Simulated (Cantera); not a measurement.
A closed system holds: 1 mol TEOS, 0.39 mol O2, 7.4 mol H2, at 22.0 Pa.

Equilibrium computed with Cantera from the NASA thermochemical tables; the gas is ideal and each condensed phase is pure. Candidate condensed phases: C, C6H6, C7H8, C8H18, H2O, Si, SiC, SiO2; 123 gas species. The feed counts by its element totals alone. Rates play no part. All values below are at 1523 K.

Base state: H2 0.783, CO 0.215, H 0.00138, SiO 0.000463 (mole fractions); condensed: C(graphite) + SiC(s).

Task: What changes in the equilibrium state with this change: O2 from 0.39 to 27 mol?

Result: 
```csv
species,before,after
H2O,5.40e-8,0.473
O2,<1e-9,0.307
CO2,5.52e-9,0.218
H2,0.783,0.000147
CO,0.215,0.000182
SiO,0.000463,4.67e-9
OH,<1e-9,0.00187
O,<1e-9,0.000206
H,0.00138,1.89e-5
"C(graphite), mol",2.24,0
"SiC(s), mol",0.990,0
"SiO2(β-quartz), mol",0,1.000
```
The tables hold silica as quartz up to 1696 K and as liquid above; real silica turns to tridymite and cristobalite and melts near 1996 K.
